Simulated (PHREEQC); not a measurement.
PHREEQC input (Pitzer model, pitzer.dat):

```
SOLUTION 1
  temp 30
  units mol/kgw
  pH 7 charge
  Cl 0.06
  Na 0.652
  K 0.018
  Br 0.79
  Mg 0.09
  S(6) 0.0057
  Ca 0.0057
END
USE solution 1
INCREMENTAL_REACTIONS false
REACTION 1
  H2O -1
  0 9.886 18.011 24.689 30.178 34.689 38.397 41.444
  43.949 moles
EQUILIBRIUM_PHASES 1
  Arcanite 0 0
  Bischofite 0 0
  Bloedite 0 0
  Brucite 0 0
  Carnallite 0 0
  Epsomite 0 0
  Glaserite 0 0
  Glauberite 0 0
  Gypsum 0 0
  Anhydrite 0 0
  Halite 0 0
  Hexahydrite 0 0
  Kainite 0 0
  Kieserite 0 0
  Leonite 0 0
  Mirabilite 0 0
  Misenite 0 0
  Polyhalite 0 0
  Portlandite 0 0
  Schoenite 0 0
  Sylvite 0 0
  Syngenite 0 0
  Thenardite 0 0
  MgCl2_4H2O 0 0
SELECTED_OUTPUT 1
  -reset false
  -pH true
  -pe true
  -ionic_strength true
  -water true
  -activities H2O
  -totals Br Ca Cl K Mg Na S
  -molalities H+ Na+ K+ Mg+2 Ca+2 Cl- SO4-2 Br- OH- HSO4-
    MgOH+
  -equilibrium_phases Arcanite Bischofite Bloedite Brucite Carnallite Epsomite Glaserite Glauberite Gypsum Anhydrite
    Halite Hexahydrite Kainite Kieserite Leonite Mirabilite Misenite Polyhalite Portlandite Schoenite
    Sylvite Syngenite Thenardite MgCl2_4H2O
PRINT
  -reset false
END
```

Selected output (columns that matter, 9 of 9 rows; water left (kg) added in front):

```
water left (kg)	pH	mu	Br	Ca	Cl	K	Mg	Na	S	m_H+	m_Na+	m_K+	m_Mg+2	la_H2O
1	6.4317	0.9628	0.79	0.0057	0.06	0.018	0.09	0.652	0.0057	3.8772e-07	0.652	0.018	0.09	-0.012101
0.821894	6.3634	1.1714	0.96119	0.0069352	0.073002	0.021901	0.1095	0.79329	0.0069352	4.2391e-07	0.79329	0.021901	0.1095	-0.014958
0.675514	6.2833	1.4253	1.1695	0.008438	0.088821	0.026646	0.13323	0.96519	0.008438	4.6715e-07	0.96519	0.026646	0.13323	-0.018571
0.555203	6.1888	1.7341	1.4229	0.010267	0.10807	0.032421	0.1621	1.1743	0.010267	5.1969e-07	1.1743	0.032421	0.1621	-0.023182
0.456313	6.0764	2.1099	1.7313	0.012491	0.13149	0.039447	0.19723	1.4288	0.012491	5.8477e-07	1.4288	0.039447	0.19723	-0.029126
0.375043	5.942	2.5672	2.1064	0.015198	0.15998	0.047994	0.23997	1.7385	0.015198	6.6711e-07	1.7385	0.047994	0.23997	-0.03688
0.30824	5.7805	3.1235	2.5629	0.018492	0.19465	0.058396	0.29198	2.1152	0.018492	7.7375e-07	2.1152	0.058396	0.29198	-0.047125
0.253345	5.5856	3.8003	3.1183	0.022499	0.23683	0.071049	0.35525	2.5736	0.022499	9.1508e-07	2.5736	0.071049	0.35525	-0.06084
0.208215	5.3499	4.6241	3.7942	0.027376	0.28816	0.086449	0.43225	3.1314	0.027376	1.1068e-06	3.1314	0.086449	0.43224	-0.079459
```
